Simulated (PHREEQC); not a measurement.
Solution (25 °C): 1.3 mmol/kgw HF, 64 mmol/kgw (NH4)2SiF6, 4.2 mmol/kgw HBF4 and 42 mmol/kgw HCl. Closed to the air; pH follows from the charge balance.

Equilibrium calculation in PHREEQC: ion-association model, wateq4f.dat.

Each row changes one thing in this solution. This is a speciation only: nothing precipitates in the calculation.

```tsv
case	pH	ionic strength (mol/kgw)	HF (mol/kgw)	BF4- (mol/kgw)	H3BO3 (mol/kgw)	F- (mol/kgw)
as made	1.45	0.236	0.00737	0.00346	0.000549	0.000212
HBF4 from 0.0042 to 0.00462 mol/kgw	1.45	0.236	0.00743	0.00382	0.000591	0.000212
(NH4)2SiF6 replaced by NH4HSO4 at the same molality	1.26	0.145	0.00647	0.00270	0.00133	0.000111
diluted 100-fold with water	3.11	0.00237	0.00119	3.73e-6	3.58e-5	0.00109
HCl from 0.042 to 0.0042 mol/kgw	2.20	0.200	0.00485	0.00335	0.000547	0.000752
(NH4)2SiF6 left out	1.41	0.0450	0.00636	0.00271	0.00130	0.000135
(NH4)2SiF6 from 0.064 to 0.0704 mol/kgw	1.46	0.255	0.00737	0.00348	0.000529	0.000216
temperature from 25 to 50 °C	1.48	0.232	0.0138	0.00364	0.000369	0.000267
```

Complexes and solids missing from the database can't appear. Some of these states are supersaturated (in Quartz (slow to form), Chalcedony (slow to form), for instance). Away from 25 °C the constants follow the database's enthalpies or fits; those with neither stay at their 25 °C values. SiF6-2 is the database's only silicon fluoride. Real BF4- forms and hydrolyses slowly; the run takes it at equilibrium.
